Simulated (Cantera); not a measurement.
Charge: 1 mol C2H2, 5.9 mol H2, at 1523 K and 100 Torr.

Cantera equilibrium calculation (NASA polynomials, part measured and part estimated; ideal gas, pure solids and liquids). Candidate condensed phases: C, C6H6, C7H8, C8H18; 76 gas species. Rates play no part.

Base state: H2 1.000, CH4 0.000307, H 6.33e-5, C2H2 (acetylene) 1.18e-5 (mole fractions); condensed: C(graphite).

Problem. What changes in the equilibrium state with this change: temperature from 1523 K to 1223.15 K?

Solution. 
| species | before | after |
|---|---|---|
| H2 | 1.000 | 0.998 |
| CH4 | 0.000307 | 0.00177 |
| H | 6.33e-5 | 8.25e-7 |
| C2H2 (acetylene) | 1.18e-5 | 1.57e-7 |
| C(graphite), mol | 2.00 | 1.99 |

Problem. What changes in the equilibrium state with this change: temperature from 1523 K to 823.15 K?

Solution. 
```json
[
 {"species": "H2", "before": "1.000", "after": "0.900"},
 {"species": "CH4", "before": "0.000307", "after": "0.100"},
 {"species": "H", "before": "6.33e-5", "after": "<1e-9"},
 {"species": "C2H2 (acetylene)", "before": "1.18e-5", "after": "<1e-9"},
 {"species": "C(graphite), mol", "before": "2.00", "after": "1.37"}
]
```

Problem. What changes in the equilibrium state with this change: 0.011 mol Cl2 added?

Solution. 
| species | before | after |
|---|---|---|
| H2 | 1.000 | 0.996 |
| HCl | 0 | 0.00318 |
| CH4 | 0.000307 | 0.000305 |
| C2H2 (acetylene) | 1.18e-5 | 1.18e-5 |
| H | 6.33e-5 | 6.32e-5 |
| C(graphite), mol | 2.00 | 2.00 |
